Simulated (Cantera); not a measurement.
**Calcination and drying: Ca(OH)₂ + CO₂ + H₂**

Charge: 1 mol Ca(OH)₂, 3.8 mol CO₂, 2.2 mol H₂, held at 1.00 bar.

Cantera equilibrium calculation (NASA polynomials, part measured and part estimated; ideal gas, pure solids and liquids). Candidate condensed phases: C, C₆H₆, C₇H₈, C₈H₁₈, Ca, CaCO₃, CaO, Ca(OH)₂, H₂O; 115 gas species. Kinetics and transport are ignored.

From 775 K to 975 K the condensed part is CaCO₃(calcite). From 1175 K to 2175 K the condensed part is CaO(s).

```tsv
T (K)	log p CO₂	log p H₂O	log p CO	log p H₂	log p CH₄	log p H	n CaCO₃(calcite)	n CaO(s)
775	-0.37	-0.49	-1.38	-0.79	-1.30	<-12	1.00	0
975	-0.49	-0.51	-0.84	-0.65	-3.42	-9.27	1.00	0
1175	-0.44	-0.49	-0.74	-0.88	-6.08	-7.35	0	1.00
1375	-0.48	-0.45	-0.68	-0.98	-7.79	-5.95	0	1.00
1575	-0.50	-0.43	-0.65	-1.05	-9.09	-4.91	0	1.000
1775	-0.51	-0.42	-0.63	-1.11	-10.09	-4.09	0	1.000
1975	-0.52	-0.41	-0.61	-1.15	-10.89	-3.44	0	1.000
2175	-0.53	-0.41	-0.60	-1.19	-11.54	-2.91	0	0.999
```
log p: log10 of the partial pressure in bar; n: condensed amount in mol.
